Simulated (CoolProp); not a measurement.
Saturation properties of CH3F (R41).

Values from CoolProp's reference Helmholtz-energy equation of state, Lemmon 2006. It is a short technical equation, of lower accuracy than the large ones.

```json
[
 {"T (°C)": "-82.65", "p (MPa)": "0.07950", "liquid density (kg/m³)": "890.1", "enthalpy of vaporisation (kJ/kg)": "493.6", "liquid cp (kJ/(kg K))": "2.066", "vapour Z": "0.9632", "surface tension (mN/m)": "16.2"},
 {"T (°C)": "-76.95", "p (MPa)": "0.1094", "liquid density (kg/m³)": "878.2", "enthalpy of vaporisation (kJ/kg)": "485.7", "liquid cp (kJ/(kg K))": "2.074", "vapour Z": "0.9552", "surface tension (mN/m)": "15.3"},
 {"T (°C)": "-71.15", "p (MPa)": "0.1484", "liquid density (kg/m³)": "865.9", "enthalpy of vaporisation (kJ/kg)": "477.4", "liquid cp (kJ/(kg K))": "2.084", "vapour Z": "0.9460", "surface tension (mN/m)": "14.4"},
 {"T (°C)": "-65.45", "p (MPa)": "0.1965", "liquid density (kg/m³)": "853.6", "enthalpy of vaporisation (kJ/kg)": "469.0", "liquid cp (kJ/(kg K))": "2.097", "vapour Z": "0.9358", "surface tension (mN/m)": "13.5"},
 {"T (°C)": "-59.65", "p (MPa)": "0.2571", "liquid density (kg/m³)": "840.7", "enthalpy of vaporisation (kJ/kg)": "460.1", "liquid cp (kJ/(kg K))": "2.113", "vapour Z": "0.9242", "surface tension (mN/m)": "12.6"},
 {"T (°C)": "-53.85", "p (MPa)": "0.3312", "liquid density (kg/m³)": "827.5", "enthalpy of vaporisation (kJ/kg)": "450.7", "liquid cp (kJ/(kg K))": "2.132", "vapour Z": "0.9114", "surface tension (mN/m)": "11.7"},
 {"T (°C)": "-48.15", "p (MPa)": "0.4191", "liquid density (kg/m³)": "814.1", "enthalpy of vaporisation (kJ/kg)": "441.1", "liquid cp (kJ/(kg K))": "2.155", "vapour Z": "0.8974", "surface tension (mN/m)": "10.9"},
 {"T (°C)": "-42.35", "p (MPa)": "0.5257", "liquid density (kg/m³)": "800.1", "enthalpy of vaporisation (kJ/kg)": "430.8", "liquid cp (kJ/(kg K))": "2.183", "vapour Z": "0.8819", "surface tension (mN/m)": "10.0"}
]
```

It boils at -78.4 °C under 1 atm.

Surface tension comes from a separate correlation (Mulero 2012).
